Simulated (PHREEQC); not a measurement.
Dissolve 2.5 mmol/kgw HF, 1.6 mmol/kgw NH4F and 0.52 mmol/kgw (NH4)2SiF6 at 25 °C. Closed to the air; pH follows from the charge balance.

Equilibrium calculation in PHREEQC: ion-association model, wateq4f.dat.

Each row changes one thing in this solution. No solid was allowed to form.

```json
[
 {"case": "as made", "pH": "3.22", "ionic strength (mol/kgw)": "0.00378", "F- (mol/kgw)": "0.00227", "HF (mol/kgw)": "0.00191", "HF2- (mol/kgw)": "1.66e-5", "H2F2 (mol/kgw)": "9.52e-6"},
 {"case": "(NH4)2SiF6 from 0.00052 to 5.2e-05 mol/kgw", "pH": "3.23", "ionic strength (mol/kgw)": "0.00237", "F- (mol/kgw)": "0.00221", "HF (mol/kgw)": "0.00186", "HF2- (mol/kgw)": "1.57e-5", "H2F2 (mol/kgw)": "8.97e-6"},
 {"case": "temperature from 25 to 85 °C", "pH": "?", "ionic strength (mol/kgw)": "0.00300", "F- (mol/kgw)": "0.00286", "HF (mol/kgw)": "0.00407", "HF2- (mol/kgw)": "4.90e-5", "H2F2 (mol/kgw)": "3.98e-6"},
 {"case": "HF from 0.0025 to 0.00225 mol/kgw", "pH": "?", "ionic strength (mol/kgw)": "0.00372", "F- (mol/kgw)": "0.00224", "HF (mol/kgw)": "0.00175", "HF2- (mol/kgw)": "1.50e-5", "H2F2 (mol/kgw)": "7.98e-6"},
 {"case": "temperature from 25 to 5 °C", "pH": "?", "ionic strength (mol/kgw)": "0.00393", "F- (mol/kgw)": "0.00236", "HF (mol/kgw)": "0.00169", "HF2- (mol/kgw)": "1.25e-5", "H2F2 (mol/kgw)": "1.49e-5"},
 {"case": "(NH4)2SiF6 left out", "pH": "3.23", "ionic strength (mol/kgw)": "0.00222", "F- (mol/kgw)": "0.00220", "HF (mol/kgw)": "0.00185", "HF2- (mol/kgw)": "1.56e-5", "H2F2 (mol/kgw)": "8.90e-6"},
 {"case": "HF replaced by NaHF2 at the same molality", "pH": "?", "ionic strength (mol/kgw)": "0.00602", "F- (mol/kgw)": "0.00443", "HF (mol/kgw)": "0.00209", "HF2- (mol/kgw)": "3.56e-5", "H2F2 (mol/kgw)": "1.14e-5"}
]
```

What belongs in the gaps?


- temperature from 25 to 85 °C, pH: 3.51
- HF from 0.0025 to 0.00225 mol/kgw, pH: 3.25
- temperature from 25 to 5 °C, pH: 3.14
- HF replaced by NaHF2 at the same molality, pH: 3.47

Complexes and solids missing from the database can't appear. Constants without temperature data keep their 25 °C values here. SiF6-2 is the database's only silicon fluoride.
